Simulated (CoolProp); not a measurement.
Computed with CoolProp (reference Helmholtz-energy equation of state, Lemmon 2006). It is a short technical equation, of lower accuracy than the large ones.

Question: For acetone, give the phase and the cv (kJ/(kg K)) at 340.4 K and 0.018 MPa; 340.4 K and 0.028 MPa; 340.4 K and 0.0679 MPa.

Answer: 
- 340.4 K and 0.018 MPa: gas; cv 1.28
- 340.4 K and 0.028 MPa: gas; cv 1.29
- 340.4 K and 0.0679 MPa: gas; cv 1.33
